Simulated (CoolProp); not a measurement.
Water along the isotherm 132.45 °C: Z from the reference equation and from simpler models built on Tc = 373.9 °C, pc = 22060 kPa, ω = 0.344; each cubic takes its own stable root.

Model: reference Helmholtz-energy equation of state, Wagner 2002, in CoolProp.

| p (kPa) | phase | reference | van der Waals | Redlich-Kwong | Peng-Robinson |
|---|---|---|---|---|---|
| 2210 | liquid | 0.01264 | 0.9036 | 0.01799 | 0.01522 |
| 4410 | liquid | 0.02520 | 0.05257 | 0.03584 | 0.03035 |
| 6620 | liquid | 0.03778 | 0.07869 | 0.05372 | 0.04553 |
| 8830 | liquid | 0.05033 | 0.1047 | 0.07156 | 0.06068 |
| 11000 | liquid | 0.06263 | 0.1300 | 0.08902 | 0.07554 |
| 13200 | liquid | 0.07507 | 0.1557 | 0.1067 | 0.09058 |
| 15400 | liquid | 0.08748 | 0.1811 | 0.1243 | 0.1056 |
| 17700 | liquid | 0.1004 | 0.2077 | 0.1426 | 0.1213 |
| 19900 | liquid | 0.1128 | 0.2329 | 0.1602 | 0.1363 |
| 22100 | liquid | 0.1251 | 0.2581 | 0.1776 | 0.1512 |
| 24300 | liquid | 0.1374 | 0.2831 | 0.1951 | 0.1662 |
| 26500 | liquid | 0.1497 | 0.3081 | 0.2125 | 0.1811 |
| 28700 | liquid | 0.1619 | 0.3329 | 0.2298 | 0.1960 |
| 30900 | liquid | 0.1741 | 0.3577 | 0.2471 | 0.2109 |
| 33100 | liquid | 0.1863 | 0.3824 | 0.2644 | 0.2257 |

At some of these states van der Waals gives the other phase, because its saturation line lies elsewhere.
